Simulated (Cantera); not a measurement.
Charge: 1 mol Si₂Cl₆, 52 mol N₂, 11 mol H₂, held at 1825 K and 7000 Pa.

Cantera equilibrium calculation (NASA polynomials, part measured and part estimated; ideal gas, pure solids and liquids). Candidate condensed phases: NH₄Cl, Si, Si₃N₄; 28 gas species. The feed counts by its element totals alone. The tables' values for SiCl₃, SiCl are old estimates; treat these amounts as uncertain. The numbers say what is thermodynamically allowed, not how fast it happens.

Base state: N₂ 0.786, H₂ 0.142, HCl 0.0499, SiCl₂ 0.0202, H 0.000628, SiCl₃ 0.000320, Cl 0.000168, SiCl 6.55e-5 (mole fractions); condensed: Si₃N₄(s).

**Question.** What changes in the equilibrium state with this change: temperature from 1825 K to 800 K?

**Answer.** 
```tsv
species	before	after
N₂	0.786	0.785
H₂	0.142	0.127
HCl	0.0499	0.0870
SiCl₂	0.0202	<1e-9
SiCl₄	7.80e-6	0.00146
H	0.000628	<1e-9
Cl	0.000168	<1e-9
SiCl	6.55e-5	<1e-9
Si₃N₄(s), mol	0.217	0.635
```
N₂ is the only nitrogen source here; it is nearly inert below about 1500 K, so the nitride shown seldom forms there in practice.
